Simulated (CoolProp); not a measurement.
Vapour-liquid equilibrium of sulfur hexafluoride (1) + CH2F2 (R32) (2) at -19.55 °C; x and y are mole fractions of (1).

Values from CoolProp's multi-fluid Helmholtz-energy mixture model, Guder 2009 and Tillner-Roth 1997; pair parameters Bell 2016.

Give the bubble pressure and the first vapour's composition at x = 0.5, 0.8, 0.95. Is there an azeotrope?

x = 0.5: 0.9337 MPa, y = 0.602; x = 0.8: 0.9127 MPa, y = 0.688; x = 0.95: 0.7894 MPa, y = 0.864. y crosses x between x = 0.575 and 0.65: the model has an azeotrope there.

Pair parameters are fitted to limited data, so mixtures are less certain than the pure fluids. With so large a gap from Raoult's law the liquid may split in two, which this calculation doesn't test in full.
